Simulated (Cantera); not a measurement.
A perfectly stirred reactor is fed with CH₄ : H₂O = 1 : 1.1 (molar parts), at 760 Torr; it is held at 2098 K, and followed from long to short residence time.

Model: GRI-Mech 3.0 (53 species, 325 reactions), integrated in Cantera.

Q: What does this change do: H2O 1.1 to 0.25 parts?

A: 
```json
[
 {"quantity": "x(CH₄) at τ = 0.490 s", "before": "0.00337", "after": "0.00477"},
 {"quantity": "x(H₂O) at τ = 0.490 s", "before": "0.0397", "after": "0.00135"},
 {"quantity": "x(HO₂) at τ = 0.490 s", "before": "1.48e-12", "after": "<1e-12"},
 {"quantity": "x(C₂H) at τ = 0.490 s", "before": "6.35e-7", "after": "1.35e-5"},
 {"quantity": "x(H) at τ = 0.490 s", "before": "0.00259", "after": "0.00264"},
 {"quantity": "x(CH₄) at τ = 5.30 ms", "before": "0.0280", "after": "0.0393"},
 {"quantity": "x(H₂O) at τ = 5.30 ms", "before": "0.197", "after": "0.0538"},
 {"quantity": "x(HO₂) at τ = 5.30 ms", "before": "3.65e-11", "after": "1.81e-12"},
 {"quantity": "x(C₂H) at τ = 5.30 ms", "before": "7.03e-6", "after": "1.50e-5"},
 {"quantity": "x(H) at τ = 5.30 ms", "before": "0.00222", "after": "0.00234"}
]
```
GRI-Mech 3.0 stops at C3 and has no aromatics, soot or wall deposition, so with more carbon than oxygen in the feed, carbon stays in small species such as C2H2 where larger ones or solid carbon would form.

Q: What does this change do: H2O 1.1 to 0.46 parts?

A: 
```json
[
 {"quantity": "x(CH₄) at τ = 0.490 s", "before": "0.00337", "after": "0.00451"},
 {"quantity": "x(H₂O) at τ = 0.490 s", "before": "0.0397", "after": "0.00321"},
 {"quantity": "x(HO₂) at τ = 0.490 s", "before": "1.48e-12", "after": "<1e-12"},
 {"quantity": "x(C₂H) at τ = 0.490 s", "before": "6.35e-7", "after": "8.40e-6"},
 {"quantity": "x(H) at τ = 0.490 s", "before": "0.00259", "after": "0.00264"},
 {"quantity": "x(CH₄) at τ = 5.30 ms", "before": "0.0280", "after": "0.0357"},
 {"quantity": "x(H₂O) at τ = 5.30 ms", "before": "0.197", "after": "0.0940"},
 {"quantity": "x(HO₂) at τ = 5.30 ms", "before": "3.65e-11", "after": "6.26e-12"},
 {"quantity": "x(C₂H) at τ = 5.30 ms", "before": "7.03e-6", "after": "1.21e-5"},
 {"quantity": "x(H) at τ = 5.30 ms", "before": "0.00222", "after": "0.00231"}
]
```
GRI-Mech 3.0 stops at C3 and has no aromatics, soot or wall deposition, so with more carbon than oxygen in the feed, carbon stays in small species such as C2H2 where larger ones or solid carbon would form.
